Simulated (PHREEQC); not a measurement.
Solution (30 °C): 0.016 mol CdCl2, 0.00028 mol Na2B4O7 and 0.018 mol H2SO4 per kg of water. Closed to the air; pH follows from the charge balance.

Computed with PHREEQC (ion-association model, phreeqc.dat).

Task: The ionic strength comes out as 0.0601 mol/kgw. What activity coefficients do CdCl+, Na+, Cd+2, H+, NaSO4- get?

Result: CdCl+ 0.81, Na+ 0.81, Cd+2 0.43, H+ 0.85, NaSO4- 0.82.

Precipitation was switched off in this run.
